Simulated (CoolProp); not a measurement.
Vapour-liquid equilibrium of propane (1) + c-C4F8 (RC318) (2) at 1.41 MPa; x and y are mole fractions of (1).

Model: multi-fluid Helmholtz-energy mixture model, Lemmon 2009 and Platzer 1990; pair parameters Bell 2016, in CoolProp. This equation is an older, rougher fit; its heat capacities, sound speeds and derivatives of the liquid may be far off and weren't checked against measurements.

```csv
x,bubble temperature (°C),y at the bubble point,dew temperature at overall composition x (°C),liquid density (mol/L)
0.05,76.5,0.124,(withheld),(withheld)
0.2,62.0,0.412,72.8,6.904
0.35,52.6,0.582,65.3,7.443
0.5,47.1,0.684,(withheld),7.963
0.65,43.7,0.760,48.9,8.552
0.8,41.7,0.838,42.5,9.286
0.95,41.0,0.948,41.0,10.21
```

Question: Fill in the missing entries.

Answer: 
- 0.05, dew temperature at overall composition x (°C): 79.9
- 0.05, liquid density (mol/L): 6.277
- 0.5, dew temperature at overall composition x (°C): 57.2

y crosses x between x = 0.8 and 0.95: the model has an azeotrope there.

The pair parameters rest on a limited set of measurements; away from them the model extrapolates.
